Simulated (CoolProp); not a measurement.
R1234ze(E) at several states: density (kg/m³) from the reference equation and from simpler models built on Tc = 109.4 °C, pc = 3635 kPa, ω = 0.313; each cubic takes its own stable root.

The numbers come from the reference Helmholtz-energy equation of state, Thol 2016 in CoolProp.

```csv
T (°C),p (kPa),phase,reference,van der Waals,Redlich-Kwong,Soave-Redlich-Kwong,Peng-Robinson
46.85,28.8,gas,1.241,1.239,1.240,1.240,1.241
106.35,438,gas,16.58,16.45,16.55,16.55,16.63
143.45,1660,gas,62.59,62.21,62.86,62.26,63.34
134.15,418,gas,14.56,14.51,14.56,14.54,14.60
45.35,4040,liquid,1114,685.4,945.0,993.0,1123
```
